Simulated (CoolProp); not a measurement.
A single-stage vapour-compression cycle with dimethyl ether: evaporating at 211.15 K (dew point), condensing at 233.15 K (bubble point), superheat 5 K, subcooling 5 K, compressor efficiency 0.85, no pressure losses. Each further row changes one setting.

The numbers come from the reference Helmholtz-energy equation of state, Wu 2011 in CoolProp.

```csv
case,cooling COP,pressure ratio,discharge temperature (K),refrigerating effect (kJ/kg),volumetric capacity (kJ/m³)
as stated,7.67,3.47,265.5,475,176
evaporating temperature 216.15 K,10.3,2.55,258.4,480,237
condensing temperature 228.15 K,[?],2.68,[?],486,180
subcooling 10 K,[?],3.47,265.5,486,180
superheat 15 K,7.52,3.47,276.6,[?],[?]
compressor efficiency 0.75,[?],3.47,[?],475,176
```

Q: Complete the blanks.

A: 
- condensing temperature 228.15 K, cooling COP: 10.1
- condensing temperature 228.15 K, discharge temperature (K): 254.9
- subcooling 10 K, cooling COP: 7.84
- superheat 15 K, refrigerating effect (kJ/kg): 487
- superheat 15 K, volumetric capacity (kJ/m³): 172
- compressor efficiency 0.75, cooling COP: 6.77
- compressor efficiency 0.75, discharge temperature (K): 271.5
